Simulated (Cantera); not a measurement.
Cantera run, input and output.

```python
import numpy as np
import cantera as ct

gas = ct.Solution("gri30.yaml")
gas.TPX = 1550, 1000000, {'CH4': 1, 'H2O': 1.2, 'H2': 0.096, 'N2': 0.0051}
reactor = ct.IdealGasConstPressureReactor(gas, energy="off", clone=False)
net = ct.ReactorNet([reactor])
net.rtol, net.atol = 1e-08, 1e-18
show = ['CH4', 'H2O', 'H2', 'CH2', 'CO2']
times = np.geomspace(6e-06, 1, 9)

steps = ct.SolutionArray(gas, extra=["t"])
rows = []
print(f"{'t/s':>10s}{'T/K':>9s}{'P/Pa':>11s}" + "".join(f"{s:>11s}" for s in show))
for t in times:
    while net.time < t:
        t_next = net.step()
        steps.append(gas.state, t=t_next)
    rows.append([np.interp(t, steps.t, y) for y in (steps.T, steps.P, *steps(*show).X.T)])
    print(f"{t:10.3e}{rows[-1][0]:9.1f}{rows[-1][1]:11.4g}" + "".join(f"{x:11.3e}" for x in rows[-1][2:]))
rate = np.gradient(steps.T, steps.t)
print("integrator steps:", len(steps.t))
if steps.T.max() > steps.T[0] + 200:
    print(f"time of steepest temperature rise: {steps.t[rate.argmax()]:.4e} s")
gas.TPX = 1550, 1000000, {'CH4': 1, 'H2O': 1.2, 'H2': 0.096, 'N2': 0.0051}
gas.equilibrate("TP")
print(f"equilibrium (TP): T = {gas.T:.1f} K  " + "  ".join(f"{s} {gas[s].X[0]:.3e}" for s in show))
```

Output:

```
       t/s      T/K       P/Pa        CH4        H2O         H2        CH2        CO2
 6.000e-06   1550.0      1e+06  4.345e-01  5.215e-01  4.174e-02  1.760e-10  1.237e-17
 2.697e-05   1550.0      1e+06  4.343e-01  5.215e-01  4.183e-02  7.557e-10  6.896e-14
 1.212e-04   1550.0      1e+06  4.335e-01  5.214e-01  4.229e-02  1.063e-09  2.911e-11
 5.449e-04   1550.0      1e+06  4.295e-01  5.209e-01  4.502e-02  1.857e-09  8.572e-09
 2.449e-03   1550.0      1e+06  4.095e-01  5.155e-01  6.254e-02  2.185e-09  9.742e-07
 1.101e-02   1550.0      1e+06  3.388e-01  4.902e-01  1.332e-01  2.570e-09  2.912e-05
 4.949e-02   1550.0      1e+06  2.175e-01  4.437e-01  2.556e-01  3.289e-09  6.698e-04
 2.225e-01   1550.0      1e+06  1.893e-01  3.966e-01  3.131e-01  2.739e-09  7.172e-03
 1.000e+00   1550.0      1e+06  1.835e-01  3.109e-01  3.863e-01  1.408e-09  1.740e-02
integrator steps: 1159
equilibrium (TP): T = 1550.0 K  CH4 4.913e-04  H2O 4.229e-02  H2 7.238e-01  CH2 1.220e-12  CO2 4.755e-03
```

Computed with Cantera and GRI-Mech 3.0 (53 species, 325 reactions).
